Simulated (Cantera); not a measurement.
# Ignition delay

Mixture: 9.12 % CO, 0.310 % H2, 2.65 % CH4, 15.1 % O2, 72.8 % N2, equivalence ratio 0.66, at 9.87 atm, adiabatic and at constant pressure. Ignition delay is the time to a rise of 400 K.

Cantera simulation using GRI-Mech 3.0 (53 species, 325 reactions); the numbers are that mechanism's predictions, not measurements. Below about 1000 K GRI-Mech 3.0 lacks low-temperature oxidation paths. Below about 950 K walls govern HO2 and H2O2 in real vessels.

```
T0 (K)  delay (ms)
------  ----------
948            111
1023          23.0
1098          6.01
1173          2.06
1248         0.857
1323         0.395
1398         0.196
1473         0.104
1548        0.0583
```

apparent activation energy between 1398 and 1548 K: 150 kJ/mol
